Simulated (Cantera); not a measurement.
Cantera run:

```python
import numpy as np
import cantera as ct

gas_names = """
    F F2 H HF H2 H2F2 H3F3 H4F4 H5F5 H6F6 H7F7 N NF NF2 NF3 NH NH2 NH3 N2 N2H2 N2H4 Si SiF SiF2 SiF3
    SiF4 SiH SiHF3 SiH2 SiH2F2 SiH3 SiH3F SiH4 SiN Si2 Si2N Si3
""".split()
cond_names = """
    Si(cr) Si(L) Si3N4(a)
""".split()


# ... load() reads the species with a 1 bar reference pressure and builds the phases ...
atoms = {
    'Si': {'Si': 1},
    'NF3': {'N': 1, 'F': 3},
    'H2': {'H': 2},
}
top_T = {'Si3N4(a)': 2400}  # K; cautious upper limits of use, not melting points


# ... equilibrate(T, P, feed) seeds the gas with the atoms and calls Mixture.equilibrate('TP', solver="vcs", rtol=1e-11, max_steps=5000) ...
results = []
feed = {'Si': 1, 'NF3': 6.2, 'H2': 11}  # mol
T = 1248  # K
P = 2.1  # Pa
mix = equilibrate(T, P, feed)
results.append((T, P, feed, dict(zip(mix.species_names, mix.species_moles))))
print(gas.report(threshold=1e-05))
for i in range(1, mix.n_phases):
    print(f"{mix.phase(i).name:16s} {mix.phase_moles(i):12.5e} mol")
```

It prints:

```
       temperature   1248 K
          pressure   2.1 Pa
           density   4.4312e-06 kg/m^3
  mean mol. weight   21.895 kg/kmol
   phase of matter   gas

                          1 kg             1 kmol
                     ---------------   ---------------
          enthalpy       -9.9765e+06       -2.1844e+08  J
   internal energy        -1.045e+07       -2.2882e+08  J
           entropy             14539        3.1833e+05  J/K
    Gibbs function       -2.8121e+07       -6.1571e+08  J
 heat capacity c_p            1592.6             34870  J/K
 heat capacity c_v            1212.9             26556  J/K

                      mass frac. Y      mole frac. X     chem. pot. / RT
                     ---------------   ---------------   ---------------
                 H        1.9065e-06        4.1413e-05           -15.328
                HF           0.59556            0.6518            -60.73
                H2          0.015205           0.16513           -30.656
                N2           0.17706           0.13839           -38.214
              SiF3         0.0001322        3.4021e-05           -165.27
              SiF4           0.21203          0.044607           -210.67
     [  +31 minor]        2.5368e-06        6.5158e-07

Si(cr)            0.00000e+00 mol
Si3N4(a)          0.00000e+00 mol
```

Method: chemical equilibrium by Gibbs-energy minimisation in Cantera with the NASA 1993 tables (ideal gas, pure condensed phases). The tables' values for SiF3 are old estimates; treat these amounts as uncertain.
